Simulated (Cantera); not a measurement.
## Diamond growth

A diamond (100) surface in a fixed gas of H2 with x(CH4) = 0.0022, x(CH3) = 1.4e-05, at 1348 K, 19.5 Torr; coverages are run to steady state.

Computed with Cantera and the Harris–Goodwin 1993 mechanism for the reconstructed diamond (100) surface.

| x(H) | growth (µm/h) | θ c6HH | θ c6H* | θ c6*H | θ c6** |
|---|---|---|---|---|---|
| 0.0001 | 0.000497 | 0.686 | 0.0285 | 0.282 | 0.00363 |
| 0.0002 | 0.00214 | 0.578 | 0.0379 | 0.375 | 0.00860 |
| 0.00038 | 0.00656 | 0.496 | 0.0448 | 0.443 | 0.0162 |
| 0.00075 | 0.0164 | 0.434 | 0.0495 | 0.490 | 0.0264 |
| 0.0015 | 0.0319 | 0.395 | 0.0521 | 0.516 | 0.0369 |
| 0.0029 | 0.0485 | 0.374 | 0.0534 | 0.528 | 0.0449 |
| 0.0056 | 0.0643 | 0.362 | 0.0540 | 0.534 | 0.0502 |
| 0.011 | 0.0808 | 0.355 | 0.0543 | 0.537 | 0.0535 |
| 0.021 | 0.100 | 0.352 | 0.0545 | 0.538 | 0.0553 |
θ: site fractions in the mechanism's names (c6HH fully hydrogenated, c6H* and c6*H radical sites, c6** diradical, c6HM methylated).
